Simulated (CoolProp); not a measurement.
A Linde-Hampson liquefier for methane: isothermal reversible compression at 280 K from 1 atm to 20 MPa, throttling to 1 atm, return gas leaving the recuperator 5 K below the feed. Each further row changes one setting.

Values from CoolProp's reference Helmholtz-energy equation of state, Setzmann 1991.

```json
[
 {"case": "as stated", "liquid yield per pass": "0.229", "compression work (kJ/kg of gas)": "714"},
 {"case": "high pressure 40 MPa", "liquid yield per pass": "0.278", "compression work (kJ/kg of gas)": "803"},
 {"case": "warm-end temperature 310 K", "liquid yield per pass": "0.167", "compression work (kJ/kg of gas)": "811"},
 {"case": "warm-end gap 10 K", "liquid yield per pass": "0.219", "compression work (kJ/kg of gas)": "714"}
]
```
